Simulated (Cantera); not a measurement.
Catalytic stagnation flow on Pt

A jet of 4.12 % H2, 7.80 % O2, 88.1 % N2 at 300 K and 61.5 Torr hits a platinum plate 4.8 cm away at a mass flux of 0.086 kg/m²/s; the plate temperature is set and raised in steps from an oxygen-covered start.

Detailed kinetics in Cantera: Deutschmann's 1995 Pt surface mechanism with GRI-Mech 3.0 gas chemistry. Catalytic surfaces can have several steady states; this one follows from the mechanism file's or the stated starting coverage.

```tsv
plate T (K)	wall x H2	wall x O2	wall x H2O	wall x OH	θ free Pt	θ O*	θ OH*
700	0.00260	0.0362	0.0748	<1e-8	0.132	0.863	0.00520
750	0.00248	0.0363	0.0746	<1e-8	0.144	0.852	0.00392
800	0.00217	0.0361	0.0747	<1e-8	0.172	0.825	0.00317
850	0.00178	0.0358	0.0750	1.55e-8	0.219	0.778	0.00271
900	0.00145	0.0356	0.0753	4.96e-8	0.279	0.719	0.00234
```
x: mole fraction at the wall; θ: surface coverage.
